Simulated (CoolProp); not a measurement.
A closed Brayton cycle with dry air: compressor inlet 306.15 K and 1.7 MPa, high pressure 5.06 MPa, turbine inlet 935 K, compressor efficiency 0.8, turbine efficiency 0.85, recuperator effectiveness 0.9 (on enthalpy, no pinch check). Each further row changes one setting.

Values from CoolProp's reference Helmholtz-energy equation of state, Lemmon 2000. It is a pseudo-pure fit of the blend.

```
case                           thermal efficiency (%)  net work (kJ/kg)  compressor to turbine work  compressor exit (K)  turbine exit (K)
-----------------------------  ----------------------  ----------------  --------------------------  -------------------  ----------------
as stated                                         [?]              77.8                        0.65                446.0             739.0
turbine inlet 885 K                              27.9              65.8                         [?]                446.0             697.9
compressor inlet 316.15 K                         [?]               [?]                        0.67                460.3             739.0
high pressure 4.3 MPa                            31.9               [?]                        0.62                  [?]               [?]
recuperator effectiveness 0.5                    20.7              77.8                        0.65                446.0             739.0
```

Task: Fill in the missing entries.

Result: 
- as stated, thermal efficiency (%): 30.8
- turbine inlet 885 K, compressor to turbine work: 0.68
- compressor inlet 316.15 K, thermal efficiency (%): 29.1
- compressor inlet 316.15 K, net work (kJ/kg): 73.0
- high pressure 4.3 MPa, net work (kJ/kg): 72.9
- high pressure 4.3 MPa, compressor exit (K): 422.4
- high pressure 4.3 MPa, turbine exit (K): 765.3
